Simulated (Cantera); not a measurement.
**Diamond growth**

A diamond (100) surface in a fixed gas of H2 with x(CH4) = 0.0089, x(H) = 0.0054, x(CH3) = 0.00086, at 1400 K; coverages are run to steady state.

Detailed kinetics in Cantera: the Harris–Goodwin 1993 mechanism for the reconstructed diamond (100) surface.

```
P (Pa)  growth (µm/h)  θ c6HH  θ c6H*  θ c6*H  θ c6**    θ c6HM
------  -------------  ------  ------  ------  ------  --------
590             0.365   0.340  0.0592   0.542  0.0572   2.89e-5
980             0.835   0.341  0.0592   0.542  0.0570   5.10e-5
1700             1.92   0.341  0.0592   0.542  0.0567   9.44e-5
2800             3.87   0.341  0.0592   0.541  0.0564  0.000163
4700             7.67   0.341  0.0592   0.541  0.0562  0.000284
7900             14.9   0.341  0.0592   0.541  0.0561  0.000488
13000            27.9   0.340  0.0592   0.540  0.0559  0.000806
22000            55.1   0.340  0.0592   0.539  0.0558   0.00135
```
θ: site fractions in the mechanism's names (c6HH fully hydrogenated, c6H* and c6*H radical sites, c6** diradical, c6HM methylated).
